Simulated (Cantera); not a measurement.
An adiabatic, constant-pressure homogeneous reactor starts with 6.49 % CH₄, 26.0 % O₂, 67.5 % N₂, at 1550 K and 0.296 atm.

Cantera simulation using GRI-Mech 3.0 (53 species, 325 reactions); the numbers are that mechanism's predictions, not measurements.

Question: Predict: time of steepest temperature rise; temperature at 0.100 s; equilibrium temperature; x(O₂) at 0.100 s; x(O) at 0.100 s; x(NO₂) at 0.100 s; x(NO) at 0.100 s.

Answer: 
```
Property                                                             Value
---------------------------------  ---------------------------------------
time of steepest temperature rise                                  1.34 ms
temperature at 0.100 s                                              2531 K
equilibrium temperature                                             2531 K
x(O₂) at 0.100 s                       0.118 (gas-phase equilibrium 0.118)
x(O) at 0.100 s                      0.0106 (gas-phase equilibrium 0.0106)
x(NO₂) at 0.100 s                  5.83e-6 (gas-phase equilibrium 5.84e-6)
x(NO) at 0.100 s                     0.0166 (gas-phase equilibrium 0.0166)
```
